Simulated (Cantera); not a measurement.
Input (Python, Cantera) and output of one run.

```python
import numpy as np
import cantera as ct

gas_names = """
    O2 N2
""".split()
cond_names = """
    Zr(a) ZrN(s) ZrO2(a)
""".split()


# ... load() reads the species with a 1 bar reference pressure and builds the phases ...
species = {s.name: s for s in load("nasa_gas.yaml", gas_names) + load("nasa_condensed.yaml", cond_names)}
T = 800
g = {n: (s.thermo.h(T) - T * s.thermo.s(T)) / (ct.gas_constant * T * np.log(10)) for n, s in species.items()}
valid = cond_names  # the entries whose range holds T


def stable(la, lb):
    # potentials (over RT ln 10) of the two non-metals from log10 p(O2) and log10 p(N2) in bar
    mu = {}
    mu["O"] = (g["O2"] + la) / 2
    mu["N"] = (g["N2"] + lb) / 2
    cost = {}
    for n in valid:
        c = species[n].composition
        cost[n] = (g[n] - sum(c.get(e, 0) * m for e, m in mu.items())) / c["Zr"]
    return min(cost, key=cost.get)


results = []
for lb in [1, -1, -3, -5, -7, -9, -11, -13, -15, -17]:
    row = [stable(la, lb) for la in [-46, -43.7, -41.4, -39.1, -36.8, -34.5, -32.2, -29.9, -27.6, -25.3, -23, -20.7, -18.4, -16.1, -13.8, -11.5, -9.2, -6.9, -4.6, -2.3, 0]]
    results.append(row)
    print(f"{lb:6.1f}  " + " ".join(f"{valid.index(n):x}" for n in row))
print("key: " + ", ".join(f"{i:x} {n}" for i, n in enumerate(valid)))
```

It prints:

```
   1.0  1 1 2 2 2 2 2 2 2 2 2 2 2 2 2 2 2 2 2 2 2
  -1.0  1 1 2 2 2 2 2 2 2 2 2 2 2 2 2 2 2 2 2 2 2
  -3.0  1 2 2 2 2 2 2 2 2 2 2 2 2 2 2 2 2 2 2 2 2
  -5.0  1 2 2 2 2 2 2 2 2 2 2 2 2 2 2 2 2 2 2 2 2
  -7.0  2 2 2 2 2 2 2 2 2 2 2 2 2 2 2 2 2 2 2 2 2
  -9.0  2 2 2 2 2 2 2 2 2 2 2 2 2 2 2 2 2 2 2 2 2
 -11.0  2 2 2 2 2 2 2 2 2 2 2 2 2 2 2 2 2 2 2 2 2
 -13.0  2 2 2 2 2 2 2 2 2 2 2 2 2 2 2 2 2 2 2 2 2
 -15.0  2 2 2 2 2 2 2 2 2 2 2 2 2 2 2 2 2 2 2 2 2
 -17.0  2 2 2 2 2 2 2 2 2 2 2 2 2 2 2 2 2 2 2 2 2
key: 0 Zr(a), 1 ZrN(s), 2 ZrO2(a)
```

Cantera with NASA thermochemical tables; ideal gases at 1 bar, condensed phases pure. ZrN: taken at fixed stoichiometry.
